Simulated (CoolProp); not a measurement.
Vapour-liquid equilibrium of carbon dioxide (1) + isobutane (2) at 9.65 °C; x and y are mole fractions of (1).

Values from CoolProp's multi-fluid Helmholtz-energy mixture model, Span 1996 and Bücker 2006; pair parameters Kunz 2012.

```
x     bubble pressure, mixture model (MPa)  bubble pressure, Raoult's law (MPa)  y, mixture model  y, Raoult's law
----  ------------------------------------  -----------------------------------  ----------------  ---------------
0.05                            (withheld)                               0.4304             0.533            0.519
0.2                                  1.262                                1.067             0.821            0.836
0.35                                 1.958                                1.704             0.885            0.917
0.5                                  2.525                                2.341        (withheld)            0.953
0.65                                 3.020                                2.977        (withheld)            0.974
0.8                                  3.542                                3.614             0.954            0.988
0.95                                 4.197                                4.251             0.985            0.997
```

Problem. Some entries are withheld; supply them.

Solution. 
- 0.05, bubble pressure, mixture model (MPa): 0.4759
- 0.5, y, mixture model: 0.913
- 0.65, y, mixture model: 0.933

The largest gap from Raoult's law is +18.3 % in bubble pressure, at x = 0.2. No azeotrope shows between x = 0.05 and 0.95.

The pair parameters rest on a limited set of measurements; away from them the model extrapolates. The gap from Raoult's law changes sign with composition, which may be real or a fault of the pair parameters; it wasn't checked against measurements.
